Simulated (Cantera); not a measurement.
A Cantera script and what it prints.

```python
import numpy as np
import cantera as ct

gas_names = """
    C CO CO2 C2 C2O C3 C3O2 C4 C5 O O2 O3 Pb PbO Pb2
""".split()
cond_names = """
    C(gr) Pb(cr) Pb(L) PbO(rd) PbO(yw) PbO(L) PbO2(s) Pb3O4(s)
""".split()


def load(file, names, dense=False):
    # The tables refer to 1 bar. Condensed volumes are neglected.
    table = {s.name: s for s in ct.Species.list_from_file(file)}
    out = []
    for n in names:
        d = dict(table[n].input_data)
        d["thermo"] = dict(d["thermo"], **{"reference-pressure": 1e5})
        if dense:
            d["equation-of-state"] = {"model": "constant-volume", "density": "1e6 g/cm^3"}
        out.append(ct.Species.from_dict(d))
    return out


gas = ct.Solution(thermo="ideal-gas", species=load("nasa_gas.yaml", gas_names))
cond = {s.name: ct.Solution(thermo="fixed-stoichiometry", species=[s], name=s.name)
        for s in load("nasa_condensed.yaml", cond_names, dense=True)}
atoms = {
    'Pb': {'Pb': 1},
    'CO2': {'C': 1, 'O': 2},
    'CO': {'C': 1, 'O': 1},
}
top_T = {'C(gr)': 4500, 'Pb3O4(s)': 820}  # K; cautious upper limits of use, not melting points


def equilibrate(T, P, feed):
    n = {}
    for name, mol in feed.items():
        for a, k in atoms[name].items():
            n[a] = n.get(a, 0.0) + k * mol
    gas.TPX = T, P, n
    mass = sum(n.values()) * gas.mean_molecular_weight
    gas.equilibrate("TP")
    valid = [c for c in cond.values() if c.min_temp <= T <= top_T.get(c.name, c.max_temp)]
    mix = ct.Mixture([(gas, mass / gas.mean_molecular_weight)] + [(c, 0.0) for c in valid])
    mix.T, mix.P = T, P
    mix.equilibrate("TP", solver="vcs", rtol=1e-11, max_steps=5000)
    return mix


results = []
feed = {'Pb': 1, 'CO2': 2.5, 'CO': 1.6}  # mol
P = 4600  # Pa
for T in [825, 875, 925, 975, 1025, 1075, 1125, 1175, 1225, 1275, 1325, 1375, 1425]:
    mix = equilibrate(T, P, feed)
    results.append((T, P, feed, dict(zip(mix.species_names, mix.species_moles))))
    x = sorted(zip(gas.X, gas.species_names), reverse=True)
    print(f"T = {T:g} K  P = {P:g} Pa  gas = {mix.phase_moles(0):.4g} mol")
    print("   x: " + "  ".join(f"{s} {v:.3e}" for v, s in x if v > 1e-05))
    print("   condensed (mol): " + ("  ".join(f"{mix.phase(i).name} {mix.phase_moles(i):.4g}"
          for i in range(1, mix.n_phases) if mix.phase_moles(i) > 1e-12) or "none"))
```

Result:

```
T = 825 K  P = 4600 Pa  gas = 4.1 mol
   x: CO2 6.098e-01  CO 3.902e-01
   condensed (mol): Pb(L) 1
T = 875 K  P = 4600 Pa  gas = 4.1 mol
   x: CO2 6.097e-01  CO 3.902e-01  Pb 1.466e-05
   condensed (mol): Pb(L) 0.9999
T = 925 K  P = 4600 Pa  gas = 4.1 mol
   x: CO2 6.097e-01  CO 3.902e-01  Pb 5.808e-05
   condensed (mol): Pb(L) 0.9998
T = 975 K  P = 4600 Pa  gas = 4.101 mol
   x: CO2 6.096e-01  CO 3.902e-01  Pb 1.993e-04
   condensed (mol): Pb(L) 0.9992
T = 1025 K  P = 4600 Pa  gas = 4.102 mol
   x: CO2 6.094e-01  CO 3.900e-01  Pb 6.047e-04
   condensed (mol): Pb(L) 0.9975
T = 1075 K  P = 4600 Pa  gas = 4.107 mol
   x: CO2 6.087e-01  CO 3.896e-01  Pb 1.651e-03
   condensed (mol): Pb(L) 0.9932
T = 1125 K  P = 4600 Pa  gas = 4.117 mol
   x: CO2 6.072e-01  CO 3.886e-01  Pb 4.114e-03
   condensed (mol): Pb(L) 0.9831
T = 1175 K  P = 4600 Pa  gas = 4.139 mol
   x: CO2 6.040e-01  CO 3.865e-01  Pb 9.466e-03
   condensed (mol): Pb(L) 0.9608
T = 1225 K  P = 4600 Pa  gas = 4.185 mol
   x: CO2 5.974e-01  CO 3.823e-01  Pb 2.032e-02
   condensed (mol): Pb(L) 0.915
T = 1275 K  P = 4600 Pa  gas = 4.275 mol
   x: CO2 5.847e-01  CO 3.742e-01  Pb 4.100e-02
   condensed (mol): Pb(L) 0.8246
T = 1325 K  P = 4600 Pa  gas = 4.449 mol
   x: CO2 5.619e-01  CO 3.597e-01  Pb 7.837e-02  PbO 2.359e-05
   condensed (mol): Pb(L) 0.6512
T = 1375 K  P = 4600 Pa  gas = 4.783 mol
   x: CO2 5.226e-01  CO 3.346e-01  Pb 1.427e-01  PbO 7.161e-05  Pb2 2.499e-05
   condensed (mol): Pb(L) 0.3168
T = 1425 K  P = 4600 Pa  gas = 5.1 mol
   x: CO2 4.901e-01  CO 3.139e-01  Pb 1.959e-01  PbO 1.579e-04  Pb2 3.901e-05
   condensed (mol): none
```

Method: chemical equilibrium by Gibbs-energy minimisation in Cantera with the NASA 1993 tables (ideal gas, pure condensed phases).
